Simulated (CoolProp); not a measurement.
c-C4F8 (RC318) along the isobar 11500 kPa: fugacity coefficient from the reference equation and from simpler models built on Tc = 388.4 K, pc = 2778 kPa, ω = 0.355; each cubic takes its own stable root.

Computed with CoolProp (reference Helmholtz-energy equation of state, Platzer 1990). This equation is an older, rougher fit; its heat capacities, sound speeds and derivatives of the liquid may be far off and weren't checked against measurements.

```
T (K)          phase  reference
-----  -------------  ---------
342.5         liquid     0.1268
358.2         liquid     0.1678
374           liquid     0.2145
389.7  supercritical     0.2651
405.5  supercritical     0.3190
421.2  supercritical     0.3742
437    supercritical     0.4300
452.7  supercritical     0.4842
468.5  supercritical     0.5367
484.2  supercritical     0.5858
500    supercritical     0.6319
```

Q: How far does each simpler model (Redlich-Kwong, Soave-Redlich-Kwong, Peng-Robinson) lie from the reference over these 11 states: mean and median of the absolute difference, and the worst?

A: 
- Redlich-Kwong: mean 9.2 %, median 8.5 %, worst +25.2 % at 342.5 K and 11500 kPa
- Soave-Redlich-Kwong: mean 5.6 %, median 5.9 %, worst +6.0 % at 452.7 K and 11500 kPa
- Peng-Robinson: mean 3.1 %, median 2.9 %, worst -4.6 % at 342.5 K and 11500 kPa
